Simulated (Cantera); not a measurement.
Silicon oxide and oxynitride deposition: SiH2Cl2 + O2 + N2

A closed system holds: 1 mol SiH2Cl2, 1.6 mol O2, 120 mol N2, equilibrated at 11.0 mbar.

These are equilibrium values from Cantera (NASA tables, ideal gas, pure condensed phases), not measurements of a reactor. Candidate condensed phases: H2O, NH4Cl, Si, SiO2, Si2N2O, Si3N4; 47 gas species. The tables hold silica as quartz up to 1696 K and as liquid above; real silica turns to tridymite and cristobalite and melts near 1996 K. Rates play no part.

```
T (°C)  log p N2  log p HCl  log p Cl  log p O2  log p H2O  log p Cl2  log p NO  n SiO2(β-quartz)  n SiO2(condensed)
------  --------  ---------  --------  --------  ---------  ---------  --------  ----------------  -----------------
600        -1.97      -3.81     -6.81     -4.32      -4.90      -4.90     -7.95              1.00                  0
750        -1.97      -3.79     -5.84     -4.30      -5.11      -5.15     -7.14              1.00                  0
900        -1.97      -3.78     -5.18     -4.30      -5.17      -5.46     -6.54              1.00                  0
1050       -1.97      -3.79     -4.79     -4.31      -5.03      -5.94     -6.09              1.00                  0
1200       -1.97      -3.82     -4.54     -4.34      -4.83      -6.45     -5.74              1.00                  0
1350       -1.97      -3.87     -4.36     -4.39      -4.67      -6.93     -5.46             1.000                  0
1500       -1.97      -3.92     -4.23     -4.45      -4.54      -7.35     -5.24                 0              1.000
1650       -1.97      -3.98     -4.13     -4.52      -4.46      -7.73     -5.07                 0              0.993
```
log p: log10 of the partial pressure in bar; n: condensed amount in mol.

From 600 °C to 1350 °C the condensed part is SiO2(β-quartz). From 1500 °C to 1650 °C the condensed part is SiO2(condensed).
